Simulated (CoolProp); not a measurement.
A single-stage vapour-compression cycle with R152A: evaporating at 266.15 K (dew point), condensing at 289.15 K (bubble point), superheat 0 K, subcooling 5 K, compressor efficiency 0.65, no pressure losses. Each further row changes one setting.

Computed with CoolProp (reference Helmholtz-energy equation of state, Outcalt 1996). It is a modified Benedict-Webb-Rubin equation, recast in Helmholtz form.

```
case                              cooling COP  pressure ratio  discharge temperature (K)  refrigerating effect (kJ/kg)  volumetric capacity (kJ/m³)
--------------------------------  -----------  --------------  -------------------------  ----------------------------  ---------------------------
as stated                                7.10            2.22                      309.9                           283                         1850
evaporating temperature 271.15 K         9.40            1.84                      304.9                           287                         2240
condensing temperature 284.15 K          9.24            1.89                      301.0                           292                         1910
subcooling 10 K                          7.32            2.22                      309.9                           292                         1910
superheat 10 K                           7.03            2.22                      320.5                           294                         1830
compressor efficiency 0.55               6.01            2.22                      316.1                           283                         1850
```
